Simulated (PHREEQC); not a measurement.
2 g of hydrous ferric oxide (600 m²/g; 0.2 weak and 0.005 strong sites per Fe, Dzombak-Morel constants, diffuse double layer) in 1 kg of water with 0.3 mol/kgw of an inert sodium salt and 0.0094 mmol/kgw Ag2SO4, 0.27 mmol/kgw ZnSO4 and 0.055 mmol/kgw NiCl2, at 25 °C; the pH is set by adding NaOH or the inert anion's acid. Oxygen alone is held at its pressure in air (log pO2 = -0.68). No CO2 enters from the air. No solid was allowed to form.

The series has 17 steps of pH, from 4 to 10.

Computed with PHREEQC (ion-association model, wateq4f.dat).

**Question.** Near which pH is half of the S sorbed, and on which side is more sorbed?

**Answer.** Near pH 6.3, with more sorbed at lower pH.

**Question.** Near which pH is half of the Ag sorbed, and on which side is more sorbed?

**Answer.** Near pH 7.5, with more sorbed at higher pH.

**Question.** Near which pH is half of the Zn sorbed, and on which side is more sorbed?

**Answer.** Near pH 6.0, with more sorbed at higher pH.

Along this series the solution becomes supersaturated in solids that the run did not let form, among them Cerargyrite. Complexes and solids missing from the database can't appear.
